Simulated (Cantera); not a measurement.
What does this Cantera script print?

```python
import numpy as np
import cantera as ct

gas_names = """
    AL ALCL ALCL2 ALCL3 ALH ALO ALOCL ALOH ALO2 ALO2H AL2 AL2CL6 AL2O AL2O2 CL CLO CL2 H HALO HCL HOCL
    HO2 H2 H2O H2O2 O OH O2 O3
""".split()
cond_names = """
    AL(cr) AL(L) ALCL3(s) ALCL3(L) AL2O3(a) AL2O3(L) H2O(s) H2O(L)
""".split()


# ... load() reads the species with a 1 bar reference pressure and builds the phases ...
atoms = {
    'Al2O3': {'AL': 2, 'O': 3},
    'HCl': {'H': 1, 'CL': 1},
    'H2': {'H': 2},
}
top_T = {}  # K; cautious upper limits of use, not melting points


# ... equilibrate(T, P, feed) seeds the gas with the atoms and calls Mixture.equilibrate('TP', solver="vcs", rtol=1e-11, max_steps=5000) ...
results = []
feed = {'Al2O3': 1, 'HCl': 2.4, 'H2': 2.7}  # mol
P = 13332.2  # Pa
for T in [998, 1048, 1098, 1148, 1198, 1248, 1298, 1348, 1398, 1448, 1498, 1548, 1598]:
    mix = equilibrate(T, P, feed)
    results.append((T, P, feed, dict(zip(mix.species_names, mix.species_moles))))
    x = sorted(zip(gas.X, gas.species_names), reverse=True)
    print(f"T = {T:g} K  P = {P:g} Pa  gas = {mix.phase_moles(0):.4g} mol")
    print("   x: " + "  ".join(f"{s} {v:.3e}" for v, s in x if v > 1e-05))
    print("   condensed (mol): " + ("  ".join(f"{mix.phase(i).name} {mix.phase_moles(i):.4g}"
          for i in range(1, mix.n_phases) if mix.phase_moles(i) > 1e-12) or "none"))
```

Output:

```
T = 998 K  P = 13332.2 Pa  gas = 5.1 mol
   x: H2 5.294e-01  HCL 4.703e-01  H2O 1.394e-04  ALCL3 9.293e-05
   condensed (mol): AL2O3(a) 0.9998
T = 1048 K  P = 13332.2 Pa  gas = 5.1 mol
   x: H2 5.294e-01  HCL 4.702e-01  H2O 2.012e-04  ALCL3 1.341e-04
   condensed (mol): AL2O3(a) 0.9997
T = 1098 K  P = 13332.2 Pa  gas = 5.1 mol
   x: H2 5.295e-01  HCL 4.701e-01  H2O 2.803e-04  ALCL3 1.869e-04
   condensed (mol): AL2O3(a) 0.9995
T = 1148 K  P = 13332.2 Pa  gas = 5.099 mol
   x: H2 5.295e-01  HCL 4.699e-01  H2O 3.790e-04  ALCL3 2.526e-04
   condensed (mol): AL2O3(a) 0.9994
T = 1198 K  P = 13332.2 Pa  gas = 5.099 mol
   x: H2 5.295e-01  HCL 4.697e-01  H2O 4.989e-04  ALCL3 3.325e-04
   condensed (mol): AL2O3(a) 0.9992
T = 1248 K  P = 13332.2 Pa  gas = 5.099 mol
   x: H2 5.295e-01  HCL 4.694e-01  H2O 6.417e-04  ALCL3 4.276e-04
   condensed (mol): AL2O3(a) 0.9989
T = 1298 K  P = 13332.2 Pa  gas = 5.099 mol
   x: H2 5.296e-01  HCL 4.691e-01  H2O 8.086e-04  ALCL3 5.386e-04
   condensed (mol): AL2O3(a) 0.9986
T = 1348 K  P = 13332.2 Pa  gas = 5.098 mol
   x: H2 5.296e-01  HCL 4.687e-01  H2O 1.000e-03  ALCL3 6.660e-04
   condensed (mol): AL2O3(a) 0.9983
T = 1398 K  P = 13332.2 Pa  gas = 5.098 mol
   x: H2 5.296e-01  HCL 4.683e-01  H2O 1.218e-03  ALCL3 8.098e-04
   condensed (mol): AL2O3(a) 0.9979
T = 1448 K  P = 13332.2 Pa  gas = 5.098 mol
   x: H2 5.297e-01  HCL 4.679e-01  H2O 1.462e-03  ALCL3 9.698e-04  H 1.837e-05  CL 1.322e-05
   condensed (mol): AL2O3(a) 0.9975
T = 1498 K  P = 13332.2 Pa  gas = 5.097 mol
   x: H2 5.297e-01  HCL 4.674e-01  H2O 1.734e-03  ALCL3 1.145e-03  H 3.425e-05  CL 2.437e-05  ALCL2 1.029e-05
   condensed (mol): AL2O3(a) 0.9971
T = 1548 K  P = 13332.2 Pa  gas = 5.097 mol
   x: H2 5.297e-01  HCL 4.668e-01  H2O 2.034e-03  ALCL3 1.333e-03  H 6.138e-05  CL 4.319e-05  ALCL2 2.030e-05
   condensed (mol): AL2O3(a) 0.9965
T = 1598 K  P = 13332.2 Pa  gas = 5.097 mol
   x: H2 5.297e-01  HCL 4.662e-01  H2O 2.364e-03  ALCL3 1.532e-03  H 1.061e-04  CL 7.387e-05  ALCL2 3.819e-05
   condensed (mol): AL2O3(a) 0.996
```

Cantera equilibrium calculation (NASA polynomials, part measured and part estimated; ideal gas, pure solids and liquids). The tables' values for AlCl2 are old estimates; treat these amounts as uncertain. Condensed phases not in the tables: AlOCl.
